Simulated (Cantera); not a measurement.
Input: 1 mol Si3N4, 2.5 mol H2, 34 mol N2, 1.7 mol O2, at 1850 K and 315 Torr.

Equilibrium computed with Cantera from the NASA thermochemical tables; the gas is ideal and each condensed phase is pure. Candidate condensed phases: H2O, Si, SiO2, Si2N2O, Si3N4; 35 gas species. Mutual solubility and eutectic melting of coexisting phases are not modelled. The tables hold silica as quartz up to 1696 K and as liquid above; real silica turns to tridymite and cristobalite and melts near 1996 K. The numbers say what is thermodynamically allowed, not how fast it happens.

Base state: N2 0.921, H2 0.0650, SiO 0.0137, H 0.000212, H2O 6.40e-5 (mole fractions); condensed: SiO2(condensed) + Si2N2O(s).

Question: What changes in the equilibrium state with this change: temperature from 1850 K to 1925 K?

Answer: 
```csv
species,before,after
N2,0.921,0.890
H2,0.0650,0.0619
SiO,0.0137,0.0480
H,0.000212,0.000367
H2O,6.40e-5,6.53e-5
"SiO2(condensed), mol",1.09,0.621
"Si2N2O(s), mol",0.692,0.224
```

Question: What changes in the equilibrium state with this change: temperature from 1850 K to 1698.15 K?

Answer: 
```csv
species,before,after
N2,0.921,0.933
H2,0.0650,0.0663
SiO,0.0137,0.000775
H,0.000212,5.75e-5
H2O,6.40e-5,5.40e-5
"SiO2(condensed), mol",1.09,1.26
"Si2N2O(s), mol",0.692,0.858
```

Question: What changes in the equilibrium state with this change: O2 from 1.7 to 0.3 mol?

Answer: 
```
species                 before     after
--------------------  --------  --------
N2                       0.921     0.931
H2                      0.0650    0.0679
SiO                     0.0137  0.000618
H2O                    6.40e-5   1.38e-7
H                     0.000212  0.000217
SiO2(condensed), mol      1.09         0
Si2N2O(s), mol           0.692     0.577
Si3N4(s), mol                0     0.608
```
